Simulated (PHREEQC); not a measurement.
A column of 0.2 m (30 cells, dispersivity 0.007 m, 720 s a shift, diffusion coefficient 3e-10 m²/s) holds 0.022 eq of the database's cation exchanger X per kg of pore water, first in equilibrium with 0.028 mol/kgw ZnSO4 and 1e-05 mol/kgw HCl. It is flushed with 7.7 mmol/kgw CaCl2, 23 mmol/kgw ZnSO4, 0.58 mmol/kgw LiCl and 0.01 mmol/kgw HCl, at 25 °C. Values are for the last cell. The system is closed to CO2. No solid was allowed to form.

Equilibrium calculation in PHREEQC: ion-association model, phreeqc.dat.

```csv
pore volumes,Ca in solution (mol/kgw),Li in solution (mol/kgw),Cl in solution (mol/kgw),CaX2 on the exchanger (mol/kgw),LiX on the exchanger (mol/kgw)
0,0,0,1.00e-5,0,0
0.2167,0,0,1.00e-5,0,0
0.5167,7.96e-7,2.57e-6,0.000130,3.59e-7,1.43e-7
0.7167,6.73e-5,5.45e-5,0.00206,2.99e-5,2.98e-6
0.9167,0.000602,0.000205,0.00676,0.000257,1.09e-5
1.217,0.00280,0.000438,0.0129,0.00114,2.23e-5
1.417,0.00450,0.000520,0.0148,0.00179,2.62e-5
1.617,(withheld),(withheld),(withheld),0.00229,(withheld)
1.817,(withheld),0.000572,0.0159,0.00262,2.85e-5
2.117,(withheld),0.000579,0.0160,0.00287,2.88e-5
2.317,0.00753,0.000580,0.0160,(withheld),2.88e-5
2.517,0.00762,0.000580,0.0160,0.00297,2.88e-5
2.817,(withheld),0.000580,0.0160,0.00300,2.88e-5
3.017,0.00769,0.000580,0.0160,0.00300,2.88e-5
```

Q: What belongs in the gaps?

A: 
- 1.617, Ca in solution (mol/kgw): 0.00583
- 1.617, Li in solution (mol/kgw): 0.000558
- 1.617, Cl in solution (mol/kgw): 0.0156
- 1.617, LiX on the exchanger (mol/kgw): 2.79e-5
- 1.817, Ca in solution (mol/kgw): 0.00669
- 2.117, Ca in solution (mol/kgw): 0.00734
- 2.317, CaX2 on the exchanger (mol/kgw): 0.00294
- 2.817, Ca in solution (mol/kgw): 0.00768
